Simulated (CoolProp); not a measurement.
Model: reference Helmholtz-energy equation of state, Thol 2018, in CoolProp.

**Question.** Give the vapour pressure (bar), liquid density (kg/m³), enthalpy of vaporisation (kJ/kg), liquid cp (kJ/(kg K)) of saturated hydrogen chloride at 303.9 K.

**Answer.** 
```
T (K)  p (bar)  liquid density (kg/m³)  enthalpy of vaporisation (kJ/kg)  liquid cp (kJ/(kg K))
-----  -------  ----------------------  --------------------------------  ---------------------
303.9     53.8                     774                               215                   3.07
```
